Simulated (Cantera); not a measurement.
## Equilibrium for abatement and gas-phase synthesis: SO2 + O2 + N2

Charge: 1 mol SO2, a varied amount of O2, 24 mol N2, at 477 °C and 0.00240 bar.

Cantera equilibrium calculation (NASA polynomials, part measured and part estimated; ideal gas, pure solids and liquids). Candidate condensed phases: S; 17 gas species. Equilibrium is a limit: real reactors are often held back by kinetics, nucleation or transport.

From 0.049 mol O2 to 1.2 mol O2 nothing is condensed.

```json
[
 {"n(O2) (mol)": "0.049", "log p N2": "-2.64", "log p O2": "-6.06", "log p SO2": "-4.05", "log p SO3": "-5.12", "log p NO": "-10.05", "log p NO2": "-13.00"},
 {"n(O2) (mol)": "0.18", "log p N2": "-2.64", "log p O2": "-5.12", "log p SO2": "-4.12", "log p SO3": "-4.71", "log p NO": "-9.59", "log p NO2": "-12.06"},
 {"n(O2) (mol)": "0.31", "log p N2": "-2.64", "log p O2": "-4.78", "log p SO2": "-4.16", "log p SO3": "-4.58", "log p NO": "-9.42", "log p NO2": "-11.72"},
 {"n(O2) (mol)": "0.43", "log p N2": "-2.64", "log p O2": "-4.59", "log p SO2": "-4.19", "log p SO3": "-4.52", "log p NO": "-9.32", "log p NO2": "-11.53"},
 {"n(O2) (mol)": "0.56", "log p N2": "-2.64", "log p O2": "-4.44", "log p SO2": "-4.22", "log p SO3": "-4.47", "log p NO": "-9.25", "log p NO2": "-11.39"},
 {"n(O2) (mol)": "0.69", "log p N2": "-2.65", "log p O2": "-4.33", "log p SO2": "-4.24", "log p SO3": "-4.44", "log p NO": "-9.19", "log p NO2": "-11.28"},
 {"n(O2) (mol)": "0.82", "log p N2": "-2.65", "log p O2": "-4.24", "log p SO2": "-4.26", "log p SO3": "-4.41", "log p NO": "-9.15", "log p NO2": "-11.19"},
 {"n(O2) (mol)": "0.95", "log p N2": "-2.65", "log p O2": "-4.16", "log p SO2": "-4.28", "log p SO3": "-4.39", "log p NO": "-9.11", "log p NO2": "-11.11"},
 {"n(O2) (mol)": "1.1", "log p N2": "-2.65", "log p O2": "-4.09", "log p SO2": "-4.30", "log p SO3": "-4.38", "log p NO": "-9.08", "log p NO2": "-11.04"},
 {"n(O2) (mol)": "1.2", "log p N2": "-2.65", "log p O2": "-4.05", "log p SO2": "-4.31", "log p SO3": "-4.37", "log p NO": "-9.06", "log p NO2": "-11.00"}
]
```
log p: log10 of the partial pressure in bar; nothing condenses.
